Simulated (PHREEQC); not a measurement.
## Buffer (model solution)

Solution (25 °C): 0.0044 mol NaHCO3, 0.093 mol Na2CO3 and 0.99 mol NaCl per kg of water. Closed to the air; pH follows from the charge balance.

All values are PHREEQC results (ion-association model, wateq4f.dat), not measurements.

This is a speciation only: nothing precipitates in the calculation.

Task: What pH, activity of water does the model give?

Result: pH 10.43; activity of water 0.963.

Task: In which forms is Na present?

Result: Na+ 94 %, NaCO3- 6.3 % of the Na.

Caution: at this ionic strength the ion-association model is outside its range; a Pitzer model would be the better tool where its parameters exist.
